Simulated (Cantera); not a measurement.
Input: 1 mol Si, 4.9 mol Cl2, 80 mol H2, held at 1.33 mbar.

Equilibrium computed with Cantera from the NASA thermochemical tables; the gas is ideal and each condensed phase is pure. Candidate condensed phases: Si; 19 gas species. The tables' values for SiCl3 are old estimates; treat these amounts as uncertain. Kinetics and transport are ignored.

log p: log10 of the partial pressure in bar; nothing condenses.

```
T (°C)  log p H2  log p HCl  log p SiCl4  log p SiCl2  log p SiCl3  log p SiHCl3
------  --------  ---------  -----------  -----------  -----------  ------------
252        -2.91      -4.04        -4.80         <-14       -14.50             ?
327        -2.91      -4.04        -4.80         <-14       -12.28             ?
402        -2.91      -4.04        -4.80       -13.66       -10.56             ?
477        -2.91      -4.03        -4.80       -11.32        -9.19             ?
552        -2.91      -4.03        -4.81        -9.41        -8.08             ?
627        -2.91      -4.03        -4.82        -7.84        -7.17             ?
702        -2.91      -4.03        -4.85        -6.55        -6.42             ?
777        -2.91      -4.00        -4.97        -5.58        -5.91             ?
852        -2.92      -3.95        -5.34        -5.07        -5.75             ?
927        -2.92      -3.92        -5.96        -4.88        -5.89             ?
1002       -2.92      -3.92        -6.65        -4.83        -6.15             ?
1077       -2.92      -3.91        -7.30        -4.82        -6.41             ?
1152       -2.92      -3.91        -7.88        -4.81        -6.65             ?
1227       -2.92      -3.91        -8.42        -4.81        -6.86             ?
```

**Question.** What belongs in the gaps?

**Answer.** 
- 252, log p SiHCl3: -9.12
- 327, log p SiHCl3: -8.24
- 402, log p SiHCl3: -7.56
- 477, log p SiHCl3: -7.02
- 552, log p SiHCl3: -6.59
- 627, log p SiHCl3: -6.24
- 702, log p SiHCl3: -5.98
- 777, log p SiHCl3: -5.87
- 852, log p SiHCl3: -6.07
- 927, log p SiHCl3: -6.52
- 1002, log p SiHCl3: -7.05
- 1077, log p SiHCl3: -7.55
- 1152, log p SiHCl3: -8.00
- 1227, log p SiHCl3: -8.41
